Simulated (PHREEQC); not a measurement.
Consider water at 86 °C with 0.044 mol/kgw NH3 and 0.0015 mol/kgw K2SiO3. Closed to the air; pH follows from the charge balance.

Model: ion-association model, phreeqc.dat, run in PHREEQC.

No solid was allowed to form.

Task: Order these Si species by the share of Si that they hold, largest first: H2SiO4-2, H3SiO4-, H4SiO4.

Result: H3SiO4- (80 %), H4SiO4 (19 %), H2SiO4-2 (0.65 %)

The pH is 9.78 and the ionic strength 0.00340 mol/kgw. Away from 25 °C the constants follow the database's enthalpies or fits; those with neither stay at their 25 °C values.
